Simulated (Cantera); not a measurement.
Input: 1 mol BN, 4.7 mol H2, at 2725 K and 0.100 bar.

Cantera equilibrium calculation (NASA polynomials, part measured and part estimated; ideal gas, pure solids and liquids). Candidate condensed phases: B, BN; 15 gas species. The tables' values for BH2 are old estimates; treat these amounts as uncertain. Gases not in the tables: B2H6 and higher boranes. The numbers say what is thermodynamically allowed, not how fast it happens.

Question: What is the equilibrium state?

Answer: 
```json
{
  "x(H2)": "0.732",
  "x(H)": "0.169",
  "x(N2)": "0.0873",
  "x(B)": "0.00625",
  "x(BH2)": "0.00494",
  "x(BH)": "0.000545",
  "x(BN)": "0.000158",
  "x(BH3)": "1.91e-5",
  "x(B2)": "2.65e-6",
  "n(B(l))": "0.932 mol",
  "gas_amount": "5.721 mol"
}
```
